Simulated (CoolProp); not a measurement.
Properties of CHF3 (R23) along the isotherm 324.2 K.

The numbers come from the reference Helmholtz-energy equation of state, Penoncello 2003 in CoolProp.

```json
[
 {"p (kPa)": "22.9", "phase": "gas", "density (kg/m³)": "0.5956", "expansivity (1/kK)": "3.099"},
 {"p (kPa)": "35.7", "phase": "gas", "density (kg/m³)": "0.9292", "expansivity (1/kK)": "3.106"},
 {"p (kPa)": "55.6", "phase": "gas", "density (kg/m³)": "1.449", "expansivity (1/kK)": "3.119"},
 {"p (kPa)": "86.5", "phase": "gas", "density (kg/m³)": "2.258", "expansivity (1/kK)": "3.138"},
 {"p (kPa)": "135", "phase": "gas", "density (kg/m³)": "3.534", "expansivity (1/kK)": "3.169"},
 {"p (kPa)": "210", "phase": "gas", "density (kg/m³)": "5.521", "expansivity (1/kK)": "3.217"},
 {"p (kPa)": "327", "phase": "gas", "density (kg/m³)": "8.656", "expansivity (1/kK)": "3.294"},
 {"p (kPa)": "509", "phase": "gas", "density (kg/m³)": "13.62", "expansivity (1/kK)": "3.420"},
 {"p (kPa)": "792", "phase": "gas", "density (kg/m³)": "21.57", "expansivity (1/kK)": "3.629"},
 {"p (kPa)": "1230", "phase": "gas", "density (kg/m³)": "34.45", "expansivity (1/kK)": "3.991"},
 {"p (kPa)": "1920", "phase": "gas", "density (kg/m³)": "56.42", "expansivity (1/kK)": "4.678"},
 {"p (kPa)": "2990", "phase": "gas", "density (kg/m³)": "95.67", "expansivity (1/kK)": "6.157"},
 {"p (kPa)": "4650", "phase": "gas", "density (kg/m³)": "176.5", "expansivity (1/kK)": "10.49"},
 {"p (kPa)": "7250", "phase": "supercritical", "density (kg/m³)": "434.3", "expansivity (1/kK)": "33.56"}
]
```
